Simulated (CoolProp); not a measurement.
Carbon dioxide at 293.15 K and 8.62 MPa flows at 4 m/s in a round tube of 1 mm bore and 45 µm roughness, fully developed (64/Re and Nu = 3.66 if laminar; Colebrook and Gnielinski if turbulent). Each further row changes one setting.

The numbers come from the reference Helmholtz-energy equation of state, Span 1996 in CoolProp.

| case | Reynolds number | Darcy friction factor | pressure drop (Pa/m) | heat-transfer coefficient (W/(m² K)) | mass flow (kg/h) |
|---|---|---|---|---|---|
| as stated | 42600 | ? | 461000 | 41400 | 9.47 |
| velocity 8 m/s | 85200 | ? | 1830000 | 83600 | 18.9 |
| diameter 2 mm | 85200 | ? | ? | 33500 | ? |

Q: Fill in the missing entries.

A: 
- as stated, Darcy friction factor: 0.0687
- velocity 8 m/s, Darcy friction factor: 0.0685
- diameter 2 mm, Darcy friction factor: 0.0513
- diameter 2 mm, pressure drop (Pa/m): 172000
- diameter 2 mm, mass flow (kg/h): 37.9

Viscosity comes from a separate model (Laesecke 2017). Thermal conductivity comes from a separate model (Huber 2016).
